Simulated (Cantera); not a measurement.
An adiabatic, constant-volume homogeneous reactor starts with 18.8 % H2, 17.1 % O2, 64.2 % N2, equivalence ratio 0.55, at 1800 K and 10.0 bar.

Detailed kinetics in Cantera: GRI-Mech 3.0 (53 species, 325 reactions). The hydrogen kinetics of GRI-Mech 3.0 are dated; newer H2 mechanisms differ, most at raised pressure. Above 3000 K some thermodynamic fits are extrapolated.

Question: Predict: time of steepest temperature rise; temperature at 0.200 s; equilibrium temperature; x(H2) at 0.200 s; x(O2) at 0.200 s; x(H) at 0.200 s; x(HO2) at 0.200 s; x(H2O) at 0.200 s; x(OH) at 0.200 s; x(O) at 0.200 s.

Answer: 
| Property | Value |
|---|---|
| time of steepest temperature rise | 0.643 µs |
| temperature at 0.200 s | 3007 K |
| equilibrium temperature | 3007 K |
| x(H2) at 0.200 s | 0.00828 (gas-phase equilibrium 0.00828) |
| x(O2) at 0.200 s | 0.0651 (gas-phase equilibrium 0.0651) |
| x(H) at 0.200 s | 0.00376 (gas-phase equilibrium 0.00376) |
| x(HO2) at 0.200 s | 4.73e-5 (gas-phase equilibrium 4.73e-5) |
| x(H2O) at 0.200 s | 0.180 (gas-phase equilibrium 0.180) |
| x(OH) at 0.200 s | 0.0272 (gas-phase equilibrium 0.0272) |
| x(O) at 0.200 s | 0.00758 (gas-phase equilibrium 0.00758) |
